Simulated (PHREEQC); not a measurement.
Consider water at 85 °C with 0.015 mol NiSO4 and 0.0031 mol H2SO4 per kg of water. Closed to the air; pH follows from the charge balance.

Model: ion-association model, wateq4f.dat, run in PHREEQC.

Each row changes one thing in this solution. Precipitation was switched off in this run.

```json
[
 {"case": "as made", "pH": "2.74", "ionic strength (mol/kgw)": "0.0407", "SO4-2 (mol/kgw)": "0.00892", "HSO4- (mol/kgw)": "0.00407", "Ni(SO4)2-2 (mol/kgw)": "1.65e-6", "NiOH+ (mol/kgw)": "1.36e-8", "SI of Morenosite (NiSO4:7H2O)": "-2.77"},
 {"case": "H2SO4 replaced by MnSO4 at the same molality", "pH": "5.60", "ionic strength (mol/kgw)": "0.0436", "SO4-2 (mol/kgw)": "0.0109", "HSO4- (mol/kgw)": "6.80e-6", "Ni(SO4)2-2 (mol/kgw)": "2.23e-6", "NiOH+ (mol/kgw)": "9.10e-6", "SI of Morenosite (NiSO4:7H2O)": "-2.72"},
 {"case": "temperature from 85 to 60 °C", "pH": "2.59", "ionic strength (mol/kgw)": "0.0425", "SO4-2 (mol/kgw)": "0.00979", "HSO4- (mol/kgw)": "0.00321", "Ni(SO4)2-2 (mol/kgw)": "2.11e-6", "NiOH+ (mol/kgw)": "2.67e-9", "SI of Morenosite (NiSO4:7H2O)": "-2.56"},
 {"case": "temperature from 85 to 80 °C", "pH": "2.71", "ionic strength (mol/kgw)": "0.0410", "SO4-2 (mol/kgw)": "0.00908", "HSO4- (mol/kgw)": "0.00390", "Ni(SO4)2-2 (mol/kgw)": "1.73e-6", "NiOH+ (mol/kgw)": "9.87e-9", "SI of Morenosite (NiSO4:7H2O)": "-2.73"},
 {"case": "H2SO4 replaced by CdSO4 at the same molality", "pH": "5.59", "ionic strength (mol/kgw)": "0.0441", "SO4-2 (mol/kgw)": "0.0109", "HSO4- (mol/kgw)": "7.02e-6", "Ni(SO4)2-2 (mol/kgw)": "2.22e-6", "NiOH+ (mol/kgw)": "8.79e-6", "SI of Morenosite (NiSO4:7H2O)": "-2.72"}
]
```

Species that the database lacks are ignored. Constants without temperature data keep their 25 °C values here.
